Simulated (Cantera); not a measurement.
An adiabatic, constant-pressure homogeneous reactor starts with CH3OH : O2 : N2 = 1 : 1.36 : 5.13 (molar parts), equivalence ratio 1.1, at 1450 K and 1.00 atm.

Model: GRI-Mech 3.0 (53 species, 325 reactions), integrated in Cantera. GRI-Mech 3.0 was tuned for natural gas; its chemistry of methanol as a main component is partial and can be far from experiment.

x: mole fraction; the columns are a selection and need not sum to one.

```
t (s)     T (K)  x CH3OH    x O2    x CH2O    x CH3     x H2O      x NO
--------  -----  -------  ------  --------  -------  --------  --------
2.00e-6    1450    0.134   0.182         …  1.51e-6   4.15e-6    <1e-12
5.03e-6    1450    0.133   0.182         …  3.35e-6   1.07e-5    <1e-12
1.26e-5    1450    0.133   0.182         …  6.18e-6   2.77e-5    <1e-12
3.17e-5    1450    0.133   0.181         …  7.59e-6   7.64e-5    <1e-12
7.97e-5    1450    0.133   0.181         …  5.65e-6  0.000296    <1e-12
0.000200   1456    0.128   0.179         …  3.19e-6   0.00285    <1e-12
0.000503   2583   <1e-12  0.0208  5.04e-10   <1e-12     0.188  0.000243
0.00126    2713   <1e-12  0.0161  5.25e-10   <1e-12     0.198   0.00220
0.00318    2708   <1e-12  0.0150  5.34e-10   <1e-12     0.198   0.00540
0.00799    2705   <1e-12  0.0144  5.40e-10   <1e-12     0.198   0.00724
0.0201     2705   <1e-12  0.0144  5.40e-10   <1e-12     0.198   0.00737
0.0504     2705   <1e-12  0.0144  5.40e-10   <1e-12     0.198   0.00737
0.127      2705   <1e-12  0.0144  5.40e-10   <1e-12     0.198   0.00737
0.318      2705   <1e-12  0.0144  5.40e-10   <1e-12     0.198   0.00737
0.800      2705   <1e-12  0.0144  5.40e-10   <1e-12     0.198   0.00737
```

Problem. Fill in the missing entries.

Solution. 
- 2.00e-6, x CH2O: 5.49e-6
- 5.03e-6, x CH2O: 1.57e-5
- 1.26e-5, x CH2O: 4.46e-5
- 3.17e-5, x CH2O: 0.000135
- 7.97e-5, x CH2O: 0.000523
- 0.000200, x CH2O: 0.00420
